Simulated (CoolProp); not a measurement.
Vapour-liquid equilibrium of acetone (1) + toluene (2) at 0.294 MPa; x and y are mole fractions of (1).

Values from CoolProp's multi-fluid Helmholtz-energy mixture model, Lemmon 2006 and Lemmon 2006; pair parameters Bell 2016.

| x | bubble temperature, mixture model (K) | bubble temperature, Raoult's law (K) | y, mixture model | y, Raoult's law |
|---|---|---|---|---|
| 0.05 | 417.0 | 419.5 | 0.212 | 0.181 |
| 0.2 | 398.8 | 404.1 | 0.551 | 0.525 |
| 0.35 | 388.1 | 392.7 | 0.709 | 0.713 |
| 0.5 | 380.6 | 383.9 | 0.804 | 0.827 |
| 0.65 | 374.9 | 376.7 | 0.873 | 0.902 |
| 0.8 | 370.0 | 370.8 | 0.931 | 0.953 |
| 0.95 | 365.6 | 365.7 | 0.983 | 0.990 |

The largest gap from Raoult's law is -5.3 K in bubble temperature, at x = 0.2. No azeotrope shows between x = 0.05 and 0.95.

The pair parameters rest on a limited set of measurements; away from them the model extrapolates.
